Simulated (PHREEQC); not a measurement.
**Polishing slurry liquid (model solution)**

Consider water at 6 °C with 2.3 mmol/kgw H2SO4. Closed to the air; pH follows from the charge balance.

The numbers come from PHREEQC with the ion-association model, phreeqc.dat.

```yaml
pH: 2.41
ionic_strength: 0.00612 mol/kgw
specific_conductance: 1020 µS/cm
total_alkalinity: -4.60 meq/kg
```

```
species  molality  activity   log γ
-------  --------  --------  ------
H+        0.00421   0.00391  -0.031
SO4-2     0.00191   0.00139  -0.138
HSO4-    0.000392  0.000362  -0.035
```

This is a speciation only: nothing precipitates in the calculation. Away from 25 °C the constants follow the database's enthalpies or fits; those with neither stay at their 25 °C values.
